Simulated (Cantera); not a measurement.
Cantera run:

```python
import numpy as np
import cantera as ct

gas_names = """
    H HO2 H2 H2O H2O2 O OH O2 O3
""".split()
cond_names = """
    H2O(s) H2O(L)
""".split()


# ... load() reads the species with a 1 bar reference pressure and builds the phases ...
atoms = {
    'H2O': {'H': 2, 'O': 1},
    'O2': {'O': 2},
}
top_T = {}  # K; cautious upper limits of use, not melting points


# ... equilibrate(T, P, feed) seeds the gas with the atoms and calls Mixture.equilibrate('TP', solver="vcs", rtol=1e-11, max_steps=5000) ...
results = []
feed = {'H2O': 1, 'O2': 0.23}  # mol
P = 1000  # Pa
for T in [1273, 1473, 1673, 1873, 2073, 2273, 2473, 2673, 2873, 3073, 3273]:
    mix = equilibrate(T, P, feed)
    results.append((T, P, feed, dict(zip(mix.species_names, mix.species_moles))))

top = {s: max(r[3][s] / sum(r[3][g] for g in gas_names) for r in results) for s in gas_names}
cols = sorted((s for s in top if top[s] > 0.0001), key=lambda s: -top[s])[:8]
seen = [c for c in cond_names if any(r[3].get(c, 0) > 1e-12 for r in results)]
print("log10 of partial pressures in bar; condensed amounts in mol")
print(f"{'T/K':>10s}" + "".join(f"{s[:9]:>10s}" for s in cols + seen))
for T, P, feed, n in results:
    ng = sum(n[g] for g in gas_names)
    print(f"{T:10.4g}" + "".join(f"{np.log10(max(n[s] / ng * P / 1e5, 1e-99)):10.3f}" for s in cols)
          + "".join(f"{n.get(c, 0):10.4g}" for c in seen))
```

Result:

```
log10 of partial pressures in bar; condensed amounts in mol
       T/K       H2O         H         O        O2        OH        H2
      1273    -2.090   -10.147    -8.333    -2.728    -6.175    -8.000
      1473    -2.090    -8.202    -6.919    -2.729    -5.268    -6.609
      1673    -2.091    -6.717    -5.841    -2.730    -4.579    -5.547
      1873    -2.095    -5.547    -4.993    -2.734    -4.039    -4.713
      2073    -2.109    -4.603    -4.311    -2.743    -3.610    -4.046
      2273    -2.149    -3.836    -3.752    -2.758    -3.273    -3.521
      2473    -2.253    -3.224    -3.289    -2.784    -3.030    -3.144
      2673    -2.486    -2.764    -2.915    -2.846    -2.905    -2.948
      2873    -2.937    -2.467    -2.645    -3.003    -2.950    -2.978
      3073    -3.635    -2.322    -2.488    -3.296    -3.181    -3.231
      3273    -4.464    -2.269    -2.417    -3.689    -3.526    -3.602
```

Method: chemical equilibrium by Gibbs-energy minimisation in Cantera with the NASA 1993 tables (ideal gas, pure condensed phases).
